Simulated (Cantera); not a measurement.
Input: 1 mol BaF2, 64 mol N2, equilibrated at 977 °C and 10.0 Torr.

Method: chemical equilibrium by Gibbs-energy minimisation in Cantera with the NASA 1993 tables (ideal gas, pure condensed phases). Candidate condensed phases: Ba, BaF2; 10 gas species. The numbers say what is thermodynamically allowed, not how fast it happens.

Base state: N2 1.000 (mole fractions); condensed: BaF2(s).

Task: What changes in the equilibrium state with this change: temperature from 977 °C to 1625 °C?

Result: 
```json
[
 {"species": "N2", "before": "1.000", "after": "0.985"},
 {"species": "BaF2", "before": "6.78e-6", "after": "0.0154"},
 {"species": "F", "before": "<1e-9", "after": "1.18e-5"},
 {"species": "BaF", "before": "<1e-9", "after": "1.18e-5"},
 {"species": "BaF2(s), mol", "before": "1.000", "after": "0"}
]
```

Task: What changes in the equilibrium state with this change: 0.054 mol NH3 added?

Result: 
```csv
species,before,after
N2,1.000,0.999
H2,0,0.00126
"BaF2(s), mol",1.000,0.999
```
